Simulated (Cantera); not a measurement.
A closed system holds: 1 mol Fe, 0.035 mol CO₂, 100 mol H₂, 2.9 mol NH₃, at 1173.15 K and 27.0 Pa.

Cantera equilibrium calculation (NASA polynomials, part measured and part estimated; ideal gas, pure solids and liquids). Candidate condensed phases: C, C₆H₆, C₇H₈, C₈H₁₈, Fe, Fe(CO)₅, FeO, Fe(OH)₂, Fe(OH)₃, Fe₂O₃, Fe₃O₄, H₂O; 140 gas species. Equilibrium is a limit: real reactors are often held back by kinetics, nucleation or transport.

Base state: H₂ 0.986, N₂ 0.0137, CO 0.000331, H₂O 0.000331 (mole fractions); condensed: Fe(α).

Q: What changes in the equilibrium state with this change: temperature from 1173.15 K to 1523.15 K?

A: 
```tsv
species	before	after
H₂	0.986	0.983
N₂	0.0137	0.0137
H	7.14e-6	0.00140
Fe	7.31e-8	0.000902
H₂O	0.000331	0.000330
CO	0.000331	0.000330
Fe(α), mol	1.000	0
Fe(γ), mol	0	0.904
```
